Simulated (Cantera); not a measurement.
Charge: 1 mol CO, 0.048 mol H2O, 1.5 mol H2, at 1575 K.

Cantera equilibrium calculation (NASA polynomials, part measured and part estimated; ideal gas, pure solids and liquids). Candidate condensed phases: C, C6H6, C7H8, C8H18, H2O; 110 gas species. The ideal-gas law is rough above about 30 bar. Kinetics and transport are ignored.

At 100 bar, list the 6 most abundant gas species with their mole fractions, and the condensed phases.

H2 0.545, CO 0.377, H2O 0.0395, CH4 0.0289, CO2 0.00940, C2H4 2.49e-5. Condensed: gas only.
